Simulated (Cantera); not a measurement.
Input: 1 mol N₂O, 0.81 mol H₂O, 2.6 mol H₂, at 1227 °C and 0.0100 bar.

Equilibrium computed with Cantera from the NASA thermochemical tables; the gas is ideal and each condensed phase is pure. Candidate condensed phases: H₂O; 24 gas species. The numbers say what is thermodynamically allowed, not how fast it happens.

Base state: H₂O 0.410, H₂ 0.363, N₂ 0.227, H 0.000106 (mole fractions); condensed: gas only.

Problem. What changes in the equilibrium state with this change: temperature from 1227 °C to 2875 °C?

Solution. 
```json
[
 {"species": "H", "before": "0.000106", "after": "0.619"},
 {"species": "O", "before": "<1e-9", "after": "0.157"},
 {"species": "N₂", "before": "0.227", "after": "0.114"},
 {"species": "H₂O", "before": "0.410", "after": "0.00762"},
 {"species": "H₂", "before": "0.363", "after": "0.0645"},
 {"species": "OH", "before": "3.43e-6", "after": "0.0271"},
 {"species": "O₂", "before": "<1e-9", "after": "0.00726"},
 {"species": "NO", "before": "3.07e-8", "after": "0.00400"},
 {"species": "N", "before": "<1e-9", "after": "0.000117"}
]
```
